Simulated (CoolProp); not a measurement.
The fluid at 458.33 K and 0.597 MPa expands adiabatically to 0.2 MPa with isentropic efficiency 0.7. The same conditions are run with several fluids, on thermodynamics alone (safety and materials aside).

The numbers come from the reference Helmholtz-energy equation of state of each fluid (c-C4F8 (RC318): Platzer 1990; nitrogen: Span 2000; cyclopropane: Polt 1992; benzene: Thol 2012; propylene: Lemmon 2013) in CoolProp. The equations of Platzer and Polt are older, rougher fits.

```json
[
 {"fluid": "c-C4F8 (RC318)", "work (kJ/kg)": "___", "final temperature (K)": "___", "final density (kg/m³)": "___"},
 {"fluid": "nitrogen", "work (kJ/kg)": "89.6", "final temperature (K)": "372.5", "final density (kg/m³)": "1.81"},
 {"fluid": "cyclopropane", "work (kJ/kg)": "64.5", "final temperature (K)": "424.4", "final density (kg/m³)": "2.41"},
 {"fluid": "benzene", "work (kJ/kg)": "33.7", "final temperature (K)": "431.7", "final density (kg/m³)": "4.51"},
 {"fluid": "propylene", "work (kJ/kg)": "64.7", "final temperature (K)": "424.9", "final density (kg/m³)": "2.40"}
]
```

Task: What belongs in the gaps?

Result: 
- c-C4F8 (RC318), work (kJ/kg): 13.9
- c-C4F8 (RC318), final temperature (K): 442.4
- c-C4F8 (RC318), final density (kg/m³): 11.0
